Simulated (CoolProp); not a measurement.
Saturated liquid density (kg/m³) of the fluoroketone C6F12O (FK-5-1-12): the reference equation beside estimates from Tc = 441.8 K, pc = 1.869 MPa, ω = 0.471. Rackett uses Z = 0.29056 − 0.08775 ω.

Model: reference Helmholtz-energy equation of state, McLinden 2015, in CoolProp.

| T (K) | reference | Rackett | van der Waals | Soave-Redlich-Kwong | Peng-Robinson |
|---|---|---|---|---|---|
| 218.3 | 1826 | 2025 | 1058 | 1639 | 1841 |
| 225.6 | 1806 | ___ | 1048 | 1626 | 1827 |
| 233 | 1786 | 1981 | 1038 | 1612 | ___ |
| 240.3 | 1766 | 1958 | 1028 | 1598 | 1798 |
| 247.6 | 1746 | 1936 | 1017 | 1584 | 1782 |
| 254.9 | ___ | 1913 | 1007 | 1569 | 1766 |
| 262.2 | 1706 | 1889 | 995.6 | 1553 | 1749 |
| 269.5 | 1686 | 1865 | 984.4 | 1536 | 1732 |
| 276.8 | 1665 | 1841 | ___ | ___ | 1713 |
| 284.2 | 1644 | 1816 | 961.0 | 1501 | 1694 |
| 291.5 | 1622 | 1791 | 948.8 | 1482 | ___ |
| 298.8 | 1600 | 1765 | 936.4 | 1462 | 1652 |
| 306.1 | 1578 | ___ | 923.5 | 1441 | 1629 |
| 313.4 | 1555 | 1712 | 910.3 | 1419 | 1605 |

### Question
Complete the blanks.

### Answer

- 225.6, Rackett: 2003
- 233, Peng-Robinson: 1813
- 254.9, reference: 1726
- 276.8, van der Waals: 972.9
- 276.8, Soave-Redlich-Kwong: 1519
- 291.5, Peng-Robinson: 1673
- 306.1, Rackett: 1739

Absolute difference from the reference over all 14 rows, mean and median: Rackett 10.6 and 10.7 %, van der Waals 41.7 and 41.6 %, Soave-Redlich-Kwong 9.1 and 8.9 %, Peng-Robinson 2.4 and 2.6 %.
